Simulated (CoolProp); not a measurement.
Vapour-liquid equilibrium of isobutene (1) + acetone (2) at 0.147 MPa; x and y are mole fractions of (1).

Computed with CoolProp (multi-fluid Helmholtz-energy mixture model, Lemmon 2005 and Lemmon 2006; pair parameters Bell 2016).

Give the bubble temperature and the first vapour's composition at x = 0.15, 0.65, 0.85. Is there an azeotrope?

x = 0.15: 303.9 K, y = 0.758; x = 0.65: 281.6 K, y = 0.938; x = 0.85: 278.7 K, y = 0.963. No azeotrope shows between x = 0.05 and 0.95.

The pair parameters rest on a limited set of measurements; away from them the model extrapolates. With so large a gap from Raoult's law the liquid may split in two, which this calculation doesn't test in full.
